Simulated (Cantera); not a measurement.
Input (Python, Cantera) and output of one run.

```python
import numpy as np
import cantera as ct

gas_names = """
    H HI HO2 H2 H2O H2O2 I I2 Na NaH NaI NaO NaOH Na2 Na2O Na2O2H2 O OH O2 O3
""".split()
cond_names = """
    H2O(s) H2O(L) I2(cr) I2(L) Na(cr) Na(L) NaI(s) NaI(L) NaOH(a) NaOH(L) NaO2(s) Na2O(c) Na2O(a)
    Na2O(L) Na2O2(a) Na2O2(b)
""".split()


def load(file, names, dense=False):
    # The tables refer to 1 bar. Condensed volumes are neglected.
    table = {s.name: s for s in ct.Species.list_from_file(file)}
    out = []
    for n in names:
        d = dict(table[n].input_data)
        d["thermo"] = dict(d["thermo"], **{"reference-pressure": 1e5})
        if dense:
            d["equation-of-state"] = {"model": "constant-volume", "density": "1e6 g/cm^3"}
        out.append(ct.Species.from_dict(d))
    return out


gas = ct.Solution(thermo="ideal-gas", species=load("nasa_gas.yaml", gas_names))
cond = {s.name: ct.Solution(thermo="fixed-stoichiometry", species=[s], name=s.name)
        for s in load("nasa_condensed.yaml", cond_names, dense=True)}
atoms = {
    'NaI': {'Na': 1, 'I': 1},
    'O2': {'O': 2},
    'H2': {'H': 2},
}
top_T = {'NaO2(s)': 800, 'Na2O2(b)': 940}  # K; cautious upper limits of use, not melting points


def equilibrate(T, P, feed):
    n = {}
    for name, mol in feed.items():
        for a, k in atoms[name].items():
            n[a] = n.get(a, 0.0) + k * mol
    gas.TPX = T, P, n
    mass = sum(n.values()) * gas.mean_molecular_weight
    gas.equilibrate("TP")
    valid = [c for c in cond.values() if c.min_temp <= T <= top_T.get(c.name, c.max_temp)]
    mix = ct.Mixture([(gas, mass / gas.mean_molecular_weight)] + [(c, 0.0) for c in valid])
    mix.T, mix.P = T, P
    mix.equilibrate("TP", solver="vcs", rtol=1e-11, max_steps=5000)
    return mix


results = []
feed = {'NaI': 1, 'O2': 0.16, 'H2': 11}  # mol
P = 69000  # Pa
for T in [1650, 1700, 1750, 1800, 1850, 1900, 1950, 2000, 2050, 2100]:
    mix = equilibrate(T, P, feed)
    results.append((T, P, feed, dict(zip(mix.species_names, mix.species_moles))))
    x = sorted(zip(gas.X, gas.species_names), reverse=True)
    print(f"T = {T:g} K  P = {P:g} Pa  gas = {mix.phase_moles(0):.4g} mol")
    print("   x: " + "  ".join(f"{s} {v:.3e}" for v, s in x if v > 1e-05))
    print("   condensed (mol): " + ("  ".join(f"{mix.phase(i).name} {mix.phase_moles(i):.4g}"
          for i in range(1, mix.n_phases) if mix.phase_moles(i) > 1e-12) or "none"))
```

It prints:

```
T = 1650 K  P = 69000 Pa  gas = 12.02 mol
   x: H2 8.883e-01  NaI 8.141e-02  H2O 2.660e-02  Na 1.773e-03  HI 1.057e-03  I 7.562e-04  H 1.031e-04  NaOH 3.216e-05
   condensed (mol): none
T = 1700 K  P = 69000 Pa  gas = 12.02 mol
   x: H2 8.877e-01  NaI 8.080e-02  H2O 2.658e-02  Na 2.337e-03  HI 1.284e-03  I 1.102e-03  H 1.671e-04  NaOH 3.785e-05  NaH 1.127e-05
   condensed (mol): none
T = 1750 K  P = 69000 Pa  gas = 12.03 mol
   x: H2 8.869e-01  NaI 8.003e-02  H2O 2.656e-02  Na 3.040e-03  I 1.565e-03  HI 1.534e-03  H 2.637e-04  NaOH 4.427e-05  NaH 1.515e-05
   condensed (mol): none
T = 1800 K  P = 69000 Pa  gas = 12.04 mol
   x: H2 8.860e-01  NaI 7.909e-02  H2O 2.653e-02  Na 3.905e-03  I 2.170e-03  HI 1.806e-03  H 4.057e-04  NaOH 5.143e-05  NaH 2.009e-05
   condensed (mol): none
T = 1850 K  P = 69000 Pa  gas = 12.05 mol
   x: H2 8.849e-01  NaI 7.794e-02  H2O 2.649e-02  Na 4.955e-03  I 2.942e-03  HI 2.098e-03  H 6.101e-04  NaOH 5.937e-05  NaH 2.626e-05
   condensed (mol): none
T = 1900 K  P = 69000 Pa  gas = 12.07 mol
   x: H2 8.835e-01  NaI 7.656e-02  H2O 2.645e-02  Na 6.214e-03  I 3.908e-03  HI 2.407e-03  H 8.979e-04  NaOH 6.808e-05  NaH 3.387e-05
   condensed (mol): none
T = 1950 K  P = 69000 Pa  gas = 12.09 mol
   x: H2 8.817e-01  NaI 7.492e-02  H2O 2.640e-02  Na 7.702e-03  I 5.094e-03  HI 2.728e-03  H 1.296e-03  NaOH 7.752e-05  NaH 4.311e-05
   condensed (mol): none
T = 2000 K  P = 69000 Pa  gas = 12.11 mol
   x: H2 8.796e-01  NaI 7.301e-02  H2O 2.634e-02  Na 9.440e-03  I 6.523e-03  HI 3.057e-03  H 1.836e-03  NaOH 8.766e-05  NaH 5.418e-05
   condensed (mol): none
T = 2050 K  P = 69000 Pa  gas = 12.13 mol
   x: H2 8.772e-01  NaI 7.080e-02  H2O 2.626e-02  Na 1.144e-02  I 8.214e-03  HI 3.390e-03  H 2.558e-03  NaOH 9.841e-05  NaH 6.723e-05
   condensed (mol): none
T = 2100 K  P = 69000 Pa  gas = 12.17 mol
   x: H2 8.742e-01  NaI 6.829e-02  H2O 2.618e-02  Na 1.371e-02  I 1.018e-02  HI 3.722e-03  H 3.507e-03  NaOH 1.096e-04  NaH 8.240e-05  OH 1.250e-05
   condensed (mol): none
```

These are equilibrium values from Cantera (NASA tables, ideal gas, pure condensed phases), not measurements of a reactor. Gases not in the tables: NaBr and NaI dimers.
